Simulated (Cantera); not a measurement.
A perfectly stirred reactor is fed with 7.99 % CH3OH, 19.3 % O2, 72.7 % N2, equivalence ratio 0.62, at 1.00 bar; it is adiabatic with a 550 K inlet, and is followed from long to short residence time, starting on the burning branch (τ in s: 0.036, 0.019, 0.01, 0.0054, 0.0029, 0.0016, 0.00083, 0.00044, 0.00024, 0.00013, 6.7e-05, 3.6e-05).

Model: GRI-Mech 3.0 (53 species, 325 reactions), integrated in Cantera. GRI-Mech 3.0 was tuned for natural gas; its chemistry of methanol as a main component is partial and can be far from experiment.

Question: Predict: blow-out, bracketed by the residence times tried; x(CH3OH) at τ = 36.0 ms; x(O2) at τ = 36.0 ms; x(N2O) at τ = 36.0 ms; x(NO) at τ = 36.0 ms; x(CH4) at τ = 36.0 ms; x(CH3OH) at τ = 0.830 ms; x(O2) at τ = 0.830 ms; x(N2O) at τ = 0.830 ms; x(NO) at τ = 0.830 ms; x(CH4) at τ = 0.830 ms.

Answer: 
```json
{
  "blow_out_bracketed_by_the_residence_times_tried": "burning at 0.240 ms, out at 0.130 ms",
  "x(CH3OH) at τ = 36.0 ms": "4.50e-6",
  "x(O2) at τ = 36.0 ms": "0.0704",
  "x(N2O) at τ = 36.0 ms": "4.17e-7",
  "x(NO) at τ = 36.0 ms": "5.07e-5",
  "x(CH4) at τ = 36.0 ms": "2.09e-8",
  "x(CH3OH) at τ = 0.830 ms": "5.86e-5",
  "x(O2) at τ = 0.830 ms": "0.0736",
  "x(N2O) at τ = 0.830 ms": "3.56e-7",
  "x(NO) at τ = 0.830 ms": "8.55e-6",
  "x(CH4) at τ = 0.830 ms": "3.49e-7"
}
```
